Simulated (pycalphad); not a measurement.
CALPHAD calculation (pycalphad, COST 507 light-alloy database (1999)), 1 atm. These are 1990s assessments: newer ones move some temperatures and phases. Amounts are mole fractions of atoms. Diffusion is slow at the low end, where real alloys seldom reach equilibrium.

Problem. Give the equilibrium state of Ti-0.09815C (wt.%) at 600 K.

Solution. 
```
T = 600.00 K, P = 101325 Pa, N = 1 mol of atoms
G = -22367 J/mol, H = 7364 J/mol, S = 49.55 J/(mol K)  (SER reference)
chemical potentials (J/mol): Ti -21559, C -228629
phase             fraction      x(Ti)       x(C)
HCP_A3              0.9905     0.9996   0.000431
FCC_A1              0.0095     0.6339     0.3661
```

FCC_A1 is fcc; HCP_A3 is hcp. The fcc model also describes the rock-salt carbide or nitride (TiC, TiN, HfC).
